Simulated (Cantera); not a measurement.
Input (Python, Cantera) and output of one run.

```python
import numpy as np
import cantera as ct

gas_names = [...]  # 76 gases of nasa_gas.yaml made of C, H
cond_names = """
    C(gr) C6H6(L) C7H8(L) C8H18(L),n-octa
""".split()


# ... load() reads the species with a 1 bar reference pressure and builds the phases ...
atoms = {
    'C2H6': {'C': 2, 'H': 6},
    'H2': {'H': 2},
}
top_T = {'C(gr)': 4500}  # K; cautious upper limits of use, not melting points


# ... equilibrate(T, P, feed) seeds the gas with the atoms and calls Mixture.equilibrate('TP', solver="vcs", rtol=1e-11, max_steps=5000) ...
results = []
feed = {'C2H6': 1, 'H2': 0.53}  # mol
P = 540  # Pa
for T in [775, 925, 1075, 1225, 1375, 1525, 1675, 1825, 1975, 2125, 2275, 2425, 2575]:
    mix = equilibrate(T, P, feed)
    results.append((T, P, feed, dict(zip(mix.species_names, mix.species_moles))))

top = {s: max(r[3][s] / sum(r[3][g] for g in gas_names) for r in results) for s in gas_names}
cols = sorted((s for s in top if top[s] > 0.001), key=lambda s: -top[s])[:9]
seen = [c for c in cond_names if any(r[3].get(c, 0) > 1e-12 for r in results)]
print("log10 of partial pressures in bar; condensed amounts in mol")
print(f"{'T/K':>10s}" + "".join(f"{s[:9]:>10s}" for s in cols + seen))
for T, P, feed, n in results:
    ng = sum(n[g] for g in gas_names)
    print(f"{T:10.4g}" + "".join(f"{np.log10(max(n[s] / ng * P / 1e5, 1e-99)):10.3f}" for s in cols)
          + "".join(f"{n.get(c, 0):10.4g}" for c in seen))
```

Result:

```
log10 of partial pressures in bar; condensed amounts in mol
       T/K        H2         H       CH4 C2H2,acet     C(gr)
       775    -2.272   -13.140    -4.234   -14.637     1.962
       925    -2.268   -10.718    -5.180   -12.165     1.996
      1075    -2.268    -8.967    -5.881   -10.391     1.999
      1225    -2.268    -7.640    -6.417    -9.057         2
      1375    -2.268    -6.599    -6.838    -8.018         2
      1525    -2.268    -5.760    -7.177    -7.185         2
      1675    -2.268    -5.069    -7.456    -6.504         2
      1825    -2.270    -4.491    -7.690    -5.938     1.998
      1975    -2.276    -4.002    -7.895    -5.463     1.995
      2125    -2.290    -3.585    -8.087    -5.066     1.988
      2275    -2.319    -3.231    -8.287    -4.739     1.974
      2425    -2.376    -2.935    -8.522    -4.484      1.95
      2575    -2.476    -2.698    -8.826    -4.309     1.912
```

Method: chemical equilibrium by Gibbs-energy minimisation in Cantera with the NASA 1993 tables (ideal gas, pure condensed phases).
